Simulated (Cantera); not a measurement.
An isothermal, constant-pressure homogeneous reactor starts with CO : O2 : H2O : N2 = 0.021 : 0.0023 : 0.0029 : 1 (molar parts), equivalence ratio 4.6, at 1150 K and 1.01 bar.

Model: GRI-Mech 3.0 (53 species, 325 reactions), integrated in Cantera.

Task: Predict: x(CO) at 2.00 s; x(H2O) at 2.00 s; x(NO) at 2.00 s.

Result: 
| Quantity | Result |
|---|---|
| x(CO) at 2.00 s | 0.0143 (gas-phase equilibrium 0.0142) |
| x(H2O) at 2.00 s | 0.00114 (gas-phase equilibrium 0.000984) |
| x(NO) at 2.00 s | 3.07e-7 (gas-phase equilibrium <1e-12) |
